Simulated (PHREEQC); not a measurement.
# Reverse-osmosis permeate

A made-up water analysis in mg/L, 25 °C, pH 6.78, pe 11.2:

```tsv
constituent	mg/L
Na	8.72
K	2.7
Ca	3.07
Mg	1.1
Cl	6.12
S(6) as SO4	5.24
Alkalinity as HCO3	25.5
Br	0.0703
Pb	2.35
B	0.00239
N(5) as NO3	0.449
Li	0.0457
```

Valence states are taken as typed.

Model: ion-association model, phreeqc.dat, run in PHREEQC.

* **ionic strength**: 0.000876 mol/kgw
* **charge-balance error**: 1.0 %

| species | molality | activity | log γ |
|---|---|---|---|
| HCO3- | 0.000403 | 0.000390 | -0.014 |
| Na+ | 0.000379 | 0.000367 | -0.014 |
| Cl- | 0.000173 | 0.000167 | -0.015 |
| CO2 | 0.000146 | 0.000146 | 0.000 |
| Ca+2 | 7.57e-5 | 6.63e-5 | -0.057 |
| K+ | 6.90e-5 | 6.67e-5 | -0.015 |
| SO4-2 | 5.34e-5 | 4.67e-5 | -0.058 |
| Mg+2 | 4.46e-5 | 3.91e-5 | -0.057 |
| NO3- | 7.24e-6 | 7.00e-6 | -0.015 |
| Li+ | 6.58e-6 | 6.37e-6 | -0.014 |
| PbCO3 | 6.15e-6 | 6.15e-6 | 0.000 |
| Pb+2 | 3.67e-6 | 3.21e-6 | -0.058 |
| PbHCO3+ | 1.03e-6 | 9.95e-7 | -0.015 |
| Br- | 8.80e-7 | 8.51e-7 | -0.015 |

No solid was allowed to form. Examples of supersaturated solids here: Cerussite. Others may be too.
